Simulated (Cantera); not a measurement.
A Cantera script and its output.

```python
import numpy as np
import cantera as ct

gas = ct.Solution("gri30.yaml")
gas.TPX = 750, 170000, {'CH4': 1, 'C2H6': 0.27, 'C3H8': 0.095, 'O2': 2.85, 'N2': 10.7}
inlet = ct.Reservoir(gas, clone=True)
gas.equilibrate("HP")  # start burning
reactor = ct.IdealGasConstPressureReactor(gas, energy="on", clone=False)
exhaust = ct.Reservoir(gas, clone=True)
tau = [0.37, 0.16, 0.066, 0.028, 0.012, 0.005, 0.0021, 0.0009, 0.00038, 0.00016, 6.9e-05, 2.9e-05, 1.2e-05][0]
for a, b in ((inlet, reactor), (reactor, exhaust)):
    ct.MassFlowController(a, b, mdot=lambda t: reactor.mass / tau)
net = ct.ReactorNet([reactor])
show = ['CH4', 'C2H6', 'C3H8', 'O', 'C2H4']

rows = []
print(f"{'tau/s':>10s}{'T/K':>9s}" + "".join(f"{s:>11s}" for s in show))
for tau in [0.37, 0.16, 0.066, 0.028, 0.012, 0.005, 0.0021, 0.0009, 0.00038, 0.00016, 6.9e-05, 2.9e-05, 1.2e-05]:
    net.initial_time = 0.0
    net.advance(30 * tau)
    before = gas.X
    net.advance(40 * tau)
    drift = np.max(np.abs(gas.X - before) / (gas.X + 1e-9))
    rows.append([gas.T, *gas[show].X, drift])
    print(f"{tau:10.3e}{gas.T:9.1f}" + "".join(f"{x:11.3e}" for x in gas[show].X))
```

Result:

```
     tau/s      T/K        CH4       C2H6       C3H8          O       C2H4
 3.700e-01   2449.9  4.130e-07  5.570e-09  2.385e-09  2.422e-04  1.769e-08
 1.600e-01   2448.6  9.187e-07  1.283e-08  5.454e-09  2.530e-04  4.029e-08
 6.600e-02   2445.4  2.047e-06  3.084e-08  1.289e-08  2.785e-04  9.446e-08
 2.800e-02   2439.2  4.156e-06  7.154e-08  2.898e-08  3.309e-04  2.091e-07
 1.200e-02   2427.7  7.766e-06  1.626e-07  6.262e-08  4.307e-04  4.396e-07
 5.000e-03   2408.2  1.400e-05  3.749e-07  1.343e-07  6.149e-04  9.001e-07
 2.100e-03   2379.4  2.476e-05  8.468e-07  2.790e-07  9.112e-04  1.745e-06
 9.000e-04   2342.1  4.444e-05  1.863e-06  5.661e-07  1.324e-03  3.235e-06
 3.800e-04   2296.5  8.549e-05  4.176e-06  1.184e-06  1.833e-03  6.095e-06
 1.600e-04   2245.8  1.797e-04  9.677e-06  2.609e-06  2.307e-03  1.232e-05
 6.900e-05   2190.3  4.196e-04  2.377e-05  6.198e-06  2.502e-03  2.892e-05
 2.900e-05   2090.4  1.461e-03  8.354e-05  2.104e-05  1.882e-03  1.246e-04
 1.200e-05    750.0  6.705e-02  1.810e-02  6.369e-03  5.567e-21  1.820e-15
```

Cantera simulation using GRI-Mech 3.0 (53 species, 325 reactions); the numbers are that mechanism's predictions, not measurements.
